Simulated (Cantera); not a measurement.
Charge: 1 mol Si3H8, 5.7 mol N2, held at 1773 K and 1.40 bar.

These are equilibrium values from Cantera (NASA tables, ideal gas, pure condensed phases), not measurements of a reactor. Candidate condensed phases: Si, Si3N4; 18 gas species. The feed counts by its element totals alone. Rates play no part.

Base state: H2 0.519, N2 0.480, H 0.000173, NH3 1.12e-5 (mole fractions); condensed: Si3N4(s).

Q: What changes in the equilibrium state with this change: Si3H8 replaced by SiCl4?

A: 
| species | before | after |
|---|---|---|
| N2 | 0.480 | 0.846 |
| SiCl4 | 0 | 0.143 |
| SiCl3 | 0 | 0.00492 |
| H2 | 0.519 | 0 |
| Cl | 0 | 0.00470 |
| Cl2 | 0 | 0.000401 |
| SiCl2 | 0 | 0.000287 |
| Si3N4(s), mol | 1.000 | 0 |
The tables' values for SiCl3 are old estimates; treat these amounts as uncertain.
